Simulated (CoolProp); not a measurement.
Vapour-liquid equilibrium of n-hexane (1) + m-xylene (2) at 0.191 MPa; x and y are mole fractions of (1).

Computed with CoolProp (multi-fluid Helmholtz-energy mixture model, Thol 2019 and Zhou 2012; pair parameters Bell 2016).

### Question
Give the bubble temperature and the first vapour's composition at x = 0.275, 0.5, 0.875. Is there an azeotrope?

### Answer
x = 0.275: 125.8 °C, y = 0.721; x = 0.5: 108.5 °C, y = 0.880; x = 0.875: 94.2 °C, y = 0.974. No azeotrope shows between x = 0.05 and 0.95.

The pair parameters rest on a limited set of measurements; away from them the model extrapolates.
